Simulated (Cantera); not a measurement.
# Premixed flame

A freely propagating, adiabatic, planar premixed flame of H2 : O2 : N2 = 1 : 0.685 : 2.58 (molar parts), equivalence ratio 0.73, unburnt at 498 K and 7500 Torr; multicomponent+Soret transport, grid criteria slope 0.08 and curve 0.16, no radiation.

Computed with Cantera and the H2/O2 subset of GRI-Mech 3.0, which has no nitrogen chemistry. The hydrogen kinetics of GRI-Mech 3.0 are dated; newer H2 mechanisms differ, most at raised pressure. Burning velocities carry a grid error of a few per cent, more on coarse grids.

| z (mm) | T (K) | u (m/s) | x H2 | x O2 | x H2O2 | x OH | x O | x HO2 |
|---|---|---|---|---|---|---|---|---|
| -0.0933 | 498 | 1.49 | 0.231 | 0.161 | 6.62e-8 | <1e-8 | <1e-8 | 1.31e-7 |
| -0.0622 | 500 | 1.48 | 0.222 | 0.163 | 5.74e-7 | <1e-8 | <1e-8 | 1.13e-6 |
| -0.0466 | 505 | 1.47 | 0.210 | 0.166 | 2.91e-6 | <1e-8 | <1e-8 | 5.79e-6 |
| -0.0311 | 534 | 1.50 | 0.179 | 0.171 | 2.33e-5 | 1.02e-8 | 1.10e-7 | 4.94e-5 |
| -0.0155 | 772 | 2.07 | 0.119 | 0.167 | 0.000213 | 2.63e-5 | 1.34e-5 | 0.000745 |
| -0.00777 | 1133 | 3.00 | 0.0830 | 0.144 | 0.000244 | 0.000549 | 0.000279 | 0.00100 |
| 0 | 1515 | 4.01 | 0.0473 | 0.109 | 2.62e-5 | 0.00248 | 0.00156 | 0.000557 |
| 0.00777 | 1766 | 4.67 | 0.0232 | 0.0813 | 5.39e-6 | 0.00566 | 0.00282 | 0.000276 |
| 0.0155 | 1907 | 5.04 | 0.0122 | 0.0677 | 3.71e-6 | 0.00787 | 0.00304 | 0.000151 |
| 0.0311 | 2035 | 5.37 | 0.00534 | 0.0597 | 2.35e-6 | 0.00824 | 0.00214 | 6.40e-5 |
| 0.0622 | 2113 | 5.57 | 0.00205 | 0.0575 | 1.34e-6 | 0.00600 | 0.000898 | 2.29e-5 |
| 0.124 | 2145 | 5.64 | 0.000694 | 0.0572 | 7.74e-7 | 0.00380 | 0.000326 | 8.95e-6 |
| 0.249 | 2154 | 5.66 | 0.000332 | 0.0573 | 5.92e-7 | 0.00283 | 0.000174 | 5.77e-6 |
x: mole fraction of selected species; z is measured from the peak of heat release.

The laminar burning velocity comes out as 149 cm/s and the thermal thickness is 0.0311 mm. The peak x(H2O2) is 0.000277 and the peak x(OH) comes out as 0.00850. The peak x(O) comes out as 0.00308 and the peak x(HO2) is 0.00107.
